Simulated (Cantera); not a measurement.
Feed: 1 mol CaF2, 0.039 mol HF, 52 mol H2, at 1750 K and 570 Torr.

Method: chemical equilibrium by Gibbs-energy minimisation in Cantera with the NASA 1993 tables (ideal gas, pure condensed phases). Candidate condensed phases: Ca, CaF2; 15 gas species. Rates play no part.

Base state: H2 0.999, HF 0.000805, H 0.000267, CaF2 0.000233, CaF 3.10e-5, Ca 1.23e-5 (mole fractions); condensed: CaF2(l).

Question: What changes in the equilibrium state with this change: pressure from 570 Torr to 0.00825 Torr?

Answer: 
```json
[
 {"species": "H2", "before": "0.999", "after": "0.890"},
 {"species": "H", "before": "0.000267", "after": "0.0661"},
 {"species": "HF", "before": "0.000805", "after": "0.0261"},
 {"species": "Ca", "before": "1.23e-5", "after": "0.0109"},
 {"species": "CaF", "before": "3.10e-5", "after": "0.00358"},
 {"species": "CaF2", "before": "0.000233", "after": "0.00351"},
 {"species": "CaF2(l), mol", "before": "0.986", "after": "0"}
]
```
